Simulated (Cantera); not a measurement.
Cantera run, input and output.

```python
import numpy as np
import cantera as ct

gas = ct.Solution("gri30.yaml")
gas.TPX = 1473, 760000, {'CH4': 1, 'O2': 1.33, 'N2': 8.67}
reactor = ct.IdealGasConstPressureReactor(gas, energy="on", clone=False)
net = ct.ReactorNet([reactor])
net.rtol, net.atol = 1e-08, 1e-16
show = ['CH4', 'O2', 'C2H2', 'C2H6', 'HO2']
times = np.geomspace(9e-06, 0.9, 15)

steps = ct.SolutionArray(gas, extra=["t"])
rows = []
print(f"{'t/s':>10s}{'T/K':>9s}{'P/Pa':>11s}" + "".join(f"{s:>11s}" for s in show))
for t in times:
    while net.time < t:
        t_next = net.step()
        steps.append(gas.state, t=t_next)
    rows.append([np.interp(t, steps.t, y) for y in (steps.T, steps.P, *steps(*show).X.T)])
    print(f"{t:10.3e}{rows[-1][0]:9.1f}{rows[-1][1]:11.4g}" + "".join(f"{x:11.3e}" for x in rows[-1][2:]))
rate = np.gradient(steps.T, steps.t)
print("integrator steps:", len(steps.t))
if steps.T.max() > steps.T[0] + 200:
    print(f"time of steepest temperature rise: {steps.t[rate.argmax()]:.4e} s")
gas.TPX = 1473, 760000, {'CH4': 1, 'O2': 1.33, 'N2': 8.67}
gas.equilibrate("HP")
print(f"equilibrium (HP): T = {gas.T:.1f} K  " + "  ".join(f"{s} {gas[s].X[0]:.3e}" for s in show))
```

Result:

```
       t/s      T/K       P/Pa        CH4         O2       C2H2       C2H6        HO2
 9.000e-06   1473.0    7.6e+05  9.090e-02  1.209e-01  4.335e-14  2.157e-08  1.824e-06
 2.048e-05   1473.0    7.6e+05  9.089e-02  1.209e-01  2.139e-12  4.179e-07  3.003e-06
 4.662e-05   1473.1    7.6e+05  9.082e-02  1.209e-01  1.271e-10  7.891e-06  3.471e-06
 1.061e-04   1473.9    7.6e+05  9.054e-02  1.207e-01  4.588e-09  6.804e-05  5.085e-06
 2.414e-04   1478.3    7.6e+05  8.940e-02  1.201e-01  1.036e-07  3.206e-04  1.153e-05
 5.495e-04   1536.2    7.6e+05  7.744e-02  1.114e-01  1.481e-05  1.818e-03  6.385e-05
 1.251e-03   2460.8    7.6e+05  1.605e-11  1.645e-05  1.320e-14  1.624e-22  1.934e-08
 2.846e-03   2460.6    7.6e+05  1.612e-11  1.641e-05  1.325e-14  1.636e-22  1.929e-08
 6.477e-03   2460.5    7.6e+05  1.619e-11  1.636e-05  1.331e-14  1.649e-22  1.924e-08
 1.474e-02   2460.4    7.6e+05  1.622e-11  1.635e-05  1.334e-14  1.654e-22  1.922e-08
 3.355e-02   2460.4    7.6e+05  1.622e-11  1.635e-05  1.334e-14  1.655e-22  1.922e-08
 7.635e-02   2460.4    7.6e+05  1.622e-11  1.635e-05  1.334e-14  1.655e-22  1.922e-08
 1.738e-01   2460.4    7.6e+05  1.622e-11  1.635e-05  1.334e-14  1.655e-22  1.922e-08
 3.955e-01   2460.4    7.6e+05  1.622e-11  1.635e-05  1.334e-14  1.655e-22  1.922e-08
 9.000e-01   2460.4    7.6e+05  1.622e-11  1.635e-05  1.334e-14  1.655e-22  1.922e-08
integrator steps: 2127
time of steepest temperature rise: 6.5086e-04 s
equilibrium (HP): T = 2460.4 K  CH4 1.827e-11  O2 1.635e-05  C2H2 1.468e-14  C2H6 2.028e-22  HO2 1.922e-08
```

Cantera simulation using GRI-Mech 3.0 (53 species, 325 reactions); the numbers are that mechanism's predictions, not measurements.
